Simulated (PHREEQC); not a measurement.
## Copper plating or etch bath (model solution)

A solution holds 0.21 mol CuSO4 and 0.01 mol KCl per kg of water, at 25 °C. Closed to the air; pH follows from the charge balance.

The numbers come from PHREEQC with the ion-association model, wateq4f.dat.

This is a speciation only: nothing precipitates in the calculation.

Estimate the pH, activity of water, ionic strength.

pH 4.43; activity of water 0.994; ionic strength 0.410 mol/kgw.

In which forms is S present?

CuSO4 52 %, SO4-2 47 %, KSO4- 0.6 % of the S.

Examples of supersaturated solids here: Antlerite, Brochantite. Others may be too.
